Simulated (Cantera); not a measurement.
A closed system holds: 1 mol Cu2O, 1.5 mol C, 3.4 mol H2, at 1473.15 K and 750 Torr.

Equilibrium computed with Cantera from the NASA thermochemical tables; the gas is ideal and each condensed phase is pure. Candidate condensed phases: C, C6H6, C7H8, C8H18, Cu, CuO, Cu(OH)2, Cu2O, H2O; 113 gas species. Kinetics and transport are ignored.

Base state: H2 0.771, CO 0.227, CH4 0.00174, H2O 0.000366, CO2 4.37e-5, H 1.11e-5 (mole fractions); condensed: C(graphite) + Cu(l).

Question: What changes in the equilibrium state with this change: Cu2O replaced by Ta2O5?

Answer: 
```
species             before     after
----------------  --------  --------
H2                   0.771     0.758
CO                   0.227     0.239
H2O               0.000366   0.00260
CO2                4.37e-5  0.000330
CH4                0.00174  0.000246
C(graphite), mol     0.494         0
Cu(l), mol            2.00         0
TaC(s), mol              0     0.432
Ta2O5(s), mol            0     0.784
```
Mutual solubility and eutectic melting of coexisting phases are not modelled. TaC: taken at fixed stoichiometry. Condensed phases not in the tables: Ta2C. Further candidate phases: Ta, TaC, Ta2O5.
